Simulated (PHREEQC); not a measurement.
A column of 0.1 m (30 cells, dispersivity 0.0035 m, 300 s a shift, diffusion coefficient 3e-10 m²/s) holds 0.13 eq of the database's cation exchanger X per kg of pore water, first in equilibrium with 0.0016 mol/kgw ZnSO4 and 1e-05 mol/kgw HCl. It is flushed with 0.037 mol/kgw CdCl2 and 1e-05 mol/kgw HCl, at 25 °C. Values are for the last cell. CO2 from the air is kept out. No solid was allowed to form.

The series has 31 steps of pore volumes, from 0 to 6.017.

Model: ion-association model, phreeqc.dat, run in PHREEQC.

Task: After how many pore volumes does Cd at the outlet first reach half of its feed value?

Result: By 2.2 pore volumes.
